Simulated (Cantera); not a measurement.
# Pyrogenic steam for wet oxidation

A perfectly stirred reactor is fed with H2 : O2 : N2 = 0.32 : 1 : 6.6 (molar parts), equivalence ratio 0.16, at 11000 Pa; it is held at 1023 K, and followed from long to short residence time.

Cantera simulation using the H2/O2 subset of GRI-Mech 3.0, which has no nitrogen chemistry; the numbers are that mechanism's predictions, not measurements. Radical loss at walls, strong at low pressure, is not modelled. The temperature is held fixed by assumption; the heat of reaction is taken as removed at once.

```
τ (s)       x H2   x O2    x HO2       x H   x H2O   x H2O2
------  --------  -----  -------  --------  ------  -------
28       3.16e-5  0.108  7.44e-7   5.81e-7  0.0412  9.43e-8
8.5      6.88e-5  0.108  1.36e-6   1.92e-6  0.0411  1.43e-7
2.6     0.000145  0.108  2.27e-6   6.26e-6  0.0411  2.05e-7
0.80    0.000297  0.108  3.47e-6   2.02e-5  0.0409  2.75e-7
0.24    0.000598  0.108  4.90e-6   6.67e-5  0.0405  3.52e-7
0.075    0.00115  0.108  6.28e-6  0.000208  0.0398  4.28e-7
0.023    0.00220  0.109  7.49e-6  0.000642  0.0384  4.98e-7
0.0070   0.00422  0.109  8.32e-6   0.00185  0.0356  5.42e-7
```
x: mole fraction; the columns are a selection and need not sum to one.
